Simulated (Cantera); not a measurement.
Charge: 1 mol C6H6, 0.11 mol CO2, 1.6 mol H2, equilibrated at 2825 K and 2.50 mbar.

These are equilibrium values from Cantera (NASA tables, ideal gas, pure condensed phases), not measurements of a reactor. Candidate condensed phases: C, C6H6, C7H8, C8H18, H2O; 110 gas species. Equilibrium is a limit: real reactors are often held back by kinetics, nucleation or transport.

Base state: H 0.759, H2 0.181, CO 0.0272, C3 0.0171, C2H2 (acetylene) 0.00655, C2H 0.00362, C 0.00346, C2 0.00168 (mole fractions); condensed: C(graphite).

### Question
What changes in the equilibrium state with this change: 0.079 mol H2O added?

### Answer
```json
[
 {"species": "H", "before": "0.759", "after": "0.753"},
 {"species": "H2", "before": "0.181", "after": "0.178"},
 {"species": "CO", "before": "0.0272", "after": "0.0360"},
 {"species": "C3", "before": "0.0171", "after": "0.0171"},
 {"species": "C4H2", "before": "9.89e-5", "after": "9.74e-5"},
 {"species": "C2H2 (acetylene)", "before": "0.00655", "after": "0.00645"},
 {"species": "C(graphite), mol", "before": "5.24", "after": "5.15"}
]
```

### Question
What changes in the equilibrium state with this change: C6H6 replaced by CH4?

### Answer
| species | before | after |
|---|---|---|
| H | 0.759 | 0.754 |
| H2 | 0.181 | 0.178 |
| CO | 0.0272 | 0.0345 |
| C3 | 0.0171 | 0.0171 |
| C2H2 (acetylene) | 0.00655 | 0.00647 |
| C4H2 | 9.89e-5 | 9.76e-5 |
| C2H2 (vinylidene) | 1.34e-5 | 1.33e-5 |
| C2H | 0.00362 | 0.00360 |
| CH | 4.48e-5 | 4.45e-5 |
| C(graphite), mol | 5.24 | 0.380 |
